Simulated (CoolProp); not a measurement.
Properties of dodecamethylpentasiloxane (MD3M) along the isotherm 322.5 K (Tc = 628.0 K, pc = 9.540 bar, ω = 0.730).

Values from CoolProp's reference Helmholtz-energy equation of state, Thol 2019.

```json
[
 {"p (bar)": "0.0452", "phase": "liquid", "Z": "0.0007665", "cp (kJ/(kg K))": "1.766", "speed of sound (m/s)": "867.6", "isothermal compressibility (1/MPa)": "0.001852", "expansivity (1/kK)": "1.143"},
 {"p (bar)": "0.0805", "phase": "liquid", "Z": "0.001365", "cp (kJ/(kg K))": "1.766", "speed of sound (m/s)": "867.6", "isothermal compressibility (1/MPa)": "0.001852", "expansivity (1/kK)": "1.143"},
 {"p (bar)": "0.143", "phase": "liquid", "Z": "0.002425", "cp (kJ/(kg K))": "1.766", "speed of sound (m/s)": "867.6", "isothermal compressibility (1/MPa)": "0.001851", "expansivity (1/kK)": "1.143"},
 {"p (bar)": "0.254", "phase": "liquid", "Z": "0.004307", "cp (kJ/(kg K))": "1.766", "speed of sound (m/s)": "867.7", "isothermal compressibility (1/MPa)": "0.001851", "expansivity (1/kK)": "1.142"},
 {"p (bar)": "0.452", "phase": "liquid", "Z": "0.007664", "cp (kJ/(kg K))": "1.766", "speed of sound (m/s)": "867.9", "isothermal compressibility (1/MPa)": "0.001850", "expansivity (1/kK)": "1.142"},
 {"p (bar)": "0.805", "phase": "liquid", "Z": "0.01365", "cp (kJ/(kg K))": "1.766", "speed of sound (m/s)": "868.2", "isothermal compressibility (1/MPa)": "0.001849", "expansivity (1/kK)": "1.142"},
 {"p (bar)": "1.43", "phase": "liquid", "Z": "0.02424", "cp (kJ/(kg K))": "1.766", "speed of sound (m/s)": "868.7", "isothermal compressibility (1/MPa)": "0.001846", "expansivity (1/kK)": "1.141"},
 {"p (bar)": "2.54", "phase": "liquid", "Z": "0.04305", "cp (kJ/(kg K))": "1.766", "speed of sound (m/s)": "869.6", "isothermal compressibility (1/MPa)": "0.001842", "expansivity (1/kK)": "1.139"},
 {"p (bar)": "4.52", "phase": "liquid", "Z": "0.07659", "cp (kJ/(kg K))": "1.765", "speed of sound (m/s)": "871.2", "isothermal compressibility (1/MPa)": "0.001834", "expansivity (1/kK)": "1.136"},
 {"p (bar)": "8.05", "phase": "liquid", "Z": "0.1363", "cp (kJ/(kg K))": "1.765", "speed of sound (m/s)": "874.1", "isothermal compressibility (1/MPa)": "0.001820", "expansivity (1/kK)": "1.131"},
 {"p (bar)": "14.3", "phase": "liquid", "Z": "0.2419", "cp (kJ/(kg K))": "1.764", "speed of sound (m/s)": "879.1", "isothermal compressibility (1/MPa)": "0.001796", "expansivity (1/kK)": "1.123"}
]
```
